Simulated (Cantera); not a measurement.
An isothermal, constant-pressure homogeneous reactor starts with 26.3 % CH₄, 73.7 % H₂O, at 1525 K and 10.0 bar.

Detailed kinetics in Cantera: GRI-Mech 3.0 (53 species, 325 reactions).

x: mole fraction; the columns are a selection and need not sum to one.

| t (s) | x CH₄ | x H₂O | x O₂ | x H | x C₂H₆ |
|---|---|---|---|---|---|
| 4.00e-5 | 0.263 | 0.737 | <1e-12 | 2.91e-8 | 3.38e-5 |
| 0.000137 | 0.263 | 0.737 | <1e-12 | 3.42e-8 | 0.000172 |
| 0.000466 | 0.262 | 0.737 | 1.10e-12 | ? | ? |
| 0.00159 | 0.257 | 0.735 | 7.07e-12 | 1.51e-7 | 0.00112 |
| 0.00543 | 0.242 | 0.728 | 2.24e-11 | 4.64e-7 | 0.000962 |
| 0.0185 | ? | 0.704 | 1.24e-11 | ? | ? |
| 0.0632 | 0.142 | 0.663 | 4.05e-12 | 2.35e-6 | 0.000250 |
| 0.216 | 0.112 | 0.611 | 2.69e-12 | 3.44e-6 | 0.000224 |
| 0.737 | 0.113 | 0.541 | 1.79e-12 | 3.85e-6 | 0.000180 |
| 2.51 | 0.0951 | 0.458 | 1.01e-12 | 4.38e-6 | 9.68e-5 |
| 8.58 | 0.0597 | 0.381 | <1e-12 | 4.90e-6 | 3.07e-5 |
| 29.3 | 0.0235 | 0.319 | <1e-12 | 5.31e-6 | 4.08e-6 |
| 100 | 0.00280 | 0.287 | <1e-12 | 5.52e-6 | 5.38e-8 |

Task: Fill in the missing entries.

Result: 
- 0.000466, x H: 5.57e-8
- 0.000466, x C₂H₆: 0.000565
- 0.0185, x CH₄: 0.203
- 0.0185, x H: 1.18e-6
- 0.0185, x C₂H₆: 0.000508
